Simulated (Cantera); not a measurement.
A closed system holds: 1 mol SiHCl₃, 0.1 mol HCl, 350 mol H₂, held at 625 °C and 13.0 mbar.

Cantera equilibrium calculation (NASA polynomials, part measured and part estimated; ideal gas, pure solids and liquids). Candidate condensed phases: Si; 19 gas species. The tables' values for SiCl₃ are old estimates; treat these amounts as uncertain. Equilibrium is a limit: real reactors are often held back by kinetics, nucleation or transport.

Base state: H₂ 0.995, HCl 0.00403, SiCl₄ 0.000762, SiHCl₃ 0.000525, SiH₂Cl₂ 3.42e-5, SiCl₂ 2.20e-5, SiCl₃ 1.86e-5 (mole fractions); condensed: Si(s).

Question: What changes in the equilibrium state with this change: H₂ from 350 to 12 mol?

Answer: 
```csv
species,before,after
H₂,0.995,0.931
SiCl₄,0.000762,0.0466
SiHCl₃,0.000525,0.0111
HCl,0.00403,0.0109
SiCl₃,1.86e-5,0.000408
SiCl₂,2.20e-5,0.000172
SiH₂Cl₂,3.42e-5,0.000250
"Si(s), mol",0.521,0.220
```
